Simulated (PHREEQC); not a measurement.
1 kg of water holding 95 mmol/kgw K2CO3, 81 mmol/kgw K2SO4 and 70 mmol/kgw KHCO3 is evaporated at 5 °C; the solids stay in contact with the brine. CO2 is held at log p = -3.4 (atm). Only these solids could form: Arcanite, Kalicinite, Misenite.

Model: Pitzer model, pitzer.dat, run in PHREEQC.

```tsv
water left (kg)	ionic strength	water activity	Arcanite (mol)	C in solution (mol/kgw)
0.9997	0.580	0.990	0	0.183
0.8216	0.711	0.988	0	0.217
0.6753	0.871	0.986	0	0.259
0.5551	1.07	0.983	0	0.308
0.4563	1.30	0.980	0	0.368
0.375	1.60	0.976	0	0.439
0.3083	1.93	0.972	0.00249	0.525
0.2534	2.11	0.969	0.0228	0.629
0.2084	2.36	0.965	0.0384	0.753
0.1713	2.67	0.961	0.0502	0.904
0.1409	3.07	0.955	0.0590	1.09
0.1159	3.58	0.947	0.0655	1.31
0.09529	4.22	0.937	0.0703	1.57
0.07837	5.01	0.925	0.0737	1.90
0.06448	5.99	0.908	0.0761	2.30
0.05306	7.19	0.888	0.0778	2.79
0.04365	8.65	0.861	0.0789	3.40
0.03592	10.4	0.827	0.0797	4.16
0.02954	12.6	0.786	0.0802	5.13
0.02424	15.1	0.741	0.0804	6.43
```

Arcanite from water left = 0.3083 kg (pH 10.13).

Species that the database lacks are ignored. At this temperature some constants are extrapolated from 25 °C, and those without enthalpy data are left unchanged.
